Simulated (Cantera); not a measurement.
## Reactions in the system C-H-Ti

Cantera with NASA thermochemical tables; ideal gases at 1 bar, condensed phases pure. Values are per mole of reaction as written; species without (g) are pure solids or liquids, kept so even where they would boil at 1 bar. TiC: taken at fixed stoichiometry.

4 H2(g) + 3 TiC → 3 Ti + C3H8(g)

| T (K) | ΔH° (kJ) | ΔS° (J/K) | ΔG° (kJ) | log10 K |
|---|---|---|---|---|
| 2048 | 492.3 | -246.4 | 997.0 | -25.43 |
| 2098 | 494.6 | -245.3 | 1009.3 | -25.13 |
| 2148 | 496.9 | -244.2 | 1021.5 | -24.84 |
| 2198 | 499.2 | -243.2 | 1033.7 | -24.57 |
| 2248 | 501.4 | -242.2 | 1045.8 | -24.30 |
| 2298 | 503.5 | -241.2 | 1057.9 | -24.05 |
| 2348 | 505.6 | -240.4 | 1070.0 | -23.80 |

2 C2H6(g) + 2 TiC → 3 C2H4(g) + 2 Ti

```csv
T (K),ΔH° (kJ),ΔS° (J/K),ΔG° (kJ),log10 K
2048,728.1,231.4,254.2,-6.48
2098,728.7,231.7,242.6,-6.04
2148,729.3,232.0,231.0,-5.62
2198,729.9,232.2,219.4,-5.21
2248,730.4,232.5,207.8,-4.83
2298,730.9,232.7,196.2,-4.46
2348,731.3,232.8,184.6,-4.11
```
